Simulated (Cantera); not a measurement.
Charge: 1 mol MgO, 0.55 mol N2, at 1000 Pa.

Cantera equilibrium calculation (NASA polynomials, part measured and part estimated; ideal gas, pure solids and liquids). Candidate condensed phases: Mg, MgO; 13 gas species. The numbers say what is thermodynamically allowed, not how fast it happens.

Task: Which condensed phases are stable at each of these points (T (K)): 2373, 2473, 2573, 2673, 2773, 2873, 2973?

Result: 
```
T (K)  condensed phases  Mg condensed (%)
-----  ----------------  ----------------
2373             MgO(s)              97.8
2473             MgO(s)              93.3
2573             MgO(s)              76.6
2673           gas only               0.0
2773           gas only               0.0
2873           gas only               0.0
2973           gas only               0.0
```

From 2373 K to 2573 K the condensed part is MgO(s). From 2673 K to 2973 K nothing is condensed.
